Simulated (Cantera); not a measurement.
Cantera run:

```python
import numpy as np
import cantera as ct

gas_names = [...]  # 109 gases of nasa_gas.yaml made of C, Cl, H, Si
cond_names = """
    C(gr) C6H6(L) C7H8(L) C8H18(L),n-octa Si(cr) Si(L) SiC(b)
""".split()


# ... load() reads the species with a 1 bar reference pressure and builds the phases ...
atoms = {
    'CCl4': {'C': 1, 'CL': 4},
    'Si': {'Si': 1},
    'H2': {'H': 2},
}
top_T = {'C(gr)': 4500, 'SiC(b)': 3050}  # K; cautious upper limits of use, not melting points


# ... equilibrate(T, P, feed) seeds the gas with the atoms and calls Mixture.equilibrate('TP', solver="vcs", rtol=1e-11, max_steps=5000) ...
results = []
feed = {'CCl4': 1, 'Si': 0.13, 'H2': 1}  # mol
T = 1298.15  # K
P = 31000  # Pa
mix = equilibrate(T, P, feed)
results.append((T, P, feed, dict(zip(mix.species_names, mix.species_moles))))
print(gas.report(threshold=0.001))
for i in range(1, mix.n_phases):
    print(f"{mix.phase(i).name:16s} {mix.phase_moles(i):12.5e} mol")
```

It prints:

```
       temperature   1298.2 K
          pressure   31000 Pa
           density   0.14677 kg/m^3
  mean mol. weight   51.101 kg/kmol
   phase of matter   gas

                          1 kg             1 kmol
                     ---------------   ---------------
          enthalpy       -1.1174e+06       -5.7102e+07  J
   internal energy       -1.3286e+06       -6.7895e+07  J
           entropy            5280.7        2.6985e+05  J/K
    Gibbs function       -7.9726e+06       -4.0741e+08  J
 heat capacity c_p            732.83             37448  J/K
 heat capacity c_v            570.12             29134  J/K

                      mass frac. Y      mole frac. X     chem. pot. / RT
                     ---------------   ---------------   ---------------
                CL         0.0076153          0.010977           -16.206
               CL2           0.34813           0.25091           -32.411
               HCL           0.49445           0.69305            -35.07
             SiCL4           0.14976          0.045048           -113.87
     [ +105 minor]        3.7183e-05        1.2538e-05

C(gr)             9.99964e-01 mol
Si(cr)            0.00000e+00 mol
SiC(b)            0.00000e+00 mol
```

Method: chemical equilibrium by Gibbs-energy minimisation in Cantera with the NASA 1993 tables (ideal gas, pure condensed phases).
